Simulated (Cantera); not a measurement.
An isothermal, constant-pressure homogeneous reactor starts with 3.23 % C2H6, 96.8 % H2, at 1525 K and 20.0 Torr.

Detailed kinetics in Cantera: GRI-Mech 3.0 (53 species, 325 reactions). GRI-Mech 3.0 stops at C3 and has no aromatics, soot or wall deposition, so with more carbon than oxygen in the feed, carbon stays in small species such as C2H2 where larger ones or solid carbon would form. Radical loss at walls, strong at low pressure, is not modelled.

x: mole fraction; the columns are a selection and need not sum to one.

| t (s) | x C2H6 | x H2 | x C2H | x CH2 | x C2H4 | x CH3 | x CH4 |
|---|---|---|---|---|---|---|---|
| 1.00e-6 | 0.0323 | 0.968 | <1e-12 | <1e-12 | 2.55e-10 | 1.17e-5 | 1.60e-7 |
| 4.90e-6 | 0.0322 | 0.968 | <1e-12 | 2.06e-11 | 3.13e-8 | 5.45e-5 | 3.70e-6 |
| 2.40e-5 | 0.0321 | 0.968 | <1e-12 | … | … | … | … |
| 0.000118 | 0.0302 | 0.967 | 1.15e-12 | 1.32e-7 | 0.000809 | 0.000641 | 0.00114 |
| 0.000577 | 0.0109 | 0.956 | 1.84e-9 | 1.83e-6 | 0.00927 | 0.00226 | 0.0192 |
| 0.00283 | … | 0.950 | … | … | … | … | 0.0343 |
| 0.0139 | 7.04e-6 | 0.951 | 8.65e-9 | 6.30e-8 | 0.00257 | 0.000238 | 0.0344 |
| 0.0679 | 2.26e-6 | 0.951 | 4.51e-9 | 1.27e-8 | 0.000448 | 0.000104 | 0.0342 |
| 0.333 | 1.66e-6 | 0.952 | 3.94e-9 | 8.83e-9 | 0.000115 | 8.55e-5 | 0.0337 |
| 1.63 | 1.48e-6 | 0.953 | 4.25e-9 | 8.44e-9 | 0.000117 | 8.09e-5 | 0.0316 |
| 8.00 | 8.96e-7 | 0.957 | 5.44e-9 | 6.91e-9 | 0.000125 | 6.34e-5 | 0.0239 |

Q: Fill in the missing entries.

A: 
- 2.40e-5, x CH2: 2.47e-9
- 2.40e-5, x C2H4: 8.32e-6
- 2.40e-5, x CH3: 0.000210
- 2.40e-5, x CH4: 7.55e-5
- 0.00283, x C2H6: 3.27e-5
- 0.00283, x C2H: 1.56e-8
- 0.00283, x CH2: 5.00e-7
- 0.00283, x C2H4: 0.00720
- 0.00283, x CH3: 0.000733
